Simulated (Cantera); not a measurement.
Feed: 1 mol SiCl₄, 1.5 mol NO, 7.5 mol H₂, equilibrated at 170 Pa.

These are equilibrium values from Cantera (NASA tables, ideal gas, pure condensed phases), not measurements of a reactor. Candidate condensed phases: H₂O, NH₄Cl, Si, SiO₂, Si₂N₂O, Si₃N₄; 47 gas species. Mutual solubility and eutectic melting of coexisting phases are not modelled. The tables' values for SiCl₃, SiO₂ are old estimates; treat these amounts as uncertain. The tables hold silica as quartz up to 1696 K and as liquid above; real silica turns to tridymite and cristobalite and melts near 1996 K. Equilibrium is a limit: real reactors are often held back by kinetics, nucleation or transport.

x: gas mole fraction; n: condensed amount in mol.

```
T (K)   x H₂  x HCl     x SiO    x N₂     x H₂O       x H      x Cl  n SiO₂(β-quartz)  n Si₂N₂O(s)  n SiO₂(condensed)
-----  -----  -----  --------  ------  --------  --------  --------  ----------------  -----------  -----------------
1325   0.546  0.396  0.000138  0.0581   1.27e-5   2.93e-5   1.78e-5             0.667        0.164                  0
1400   0.545  0.393         …  0.0591         …         …         …             0.666        0.153                  0
1475   0.539  0.378    0.0138  0.0643   1.88e-5  0.000231  0.000131             0.635       0.0869                  0
1550   0.517  0.368    0.0411  0.0701   5.13e-5  0.000549  0.000312             0.530            0                  0
1625   0.511  0.370    0.0461  0.0697  0.000312   0.00122  0.000698             0.500            0                  0
1700   0.508  0.369    0.0480  0.0695   0.00172   0.00255   0.00144                 0            0              0.482
1775   0.497  0.365    0.0533  0.0690   0.00734   0.00495   0.00279                 0            0              0.420
1850   0.471  0.356         …  0.0677         …         …         …                 0            0                  …
1925   0.436  0.342    0.0878  0.0658    0.0437    0.0153   0.00904                 0            0                  0
2000   0.430  0.333    0.0870  0.0653    0.0432    0.0259    0.0149                 0            0                  0
2075   0.421  0.320    0.0859  0.0645    0.0424    0.0419    0.0235                 0            0                  0
```

### Question
Complete the blanks.

### Answer

- 1850, x SiO: 0.0682
- 1850, x H₂O: 0.0230
- 1850, x H: 0.00897
- 1850, x Cl: 0.00514
- 1850, n SiO₂(condensed): 0.244
- 1400, x SiO: 0.00159
- 1400, x H₂O: 1.55e-5
- 1400, x H: 8.71e-5
- 1400, x Cl: 5.16e-5
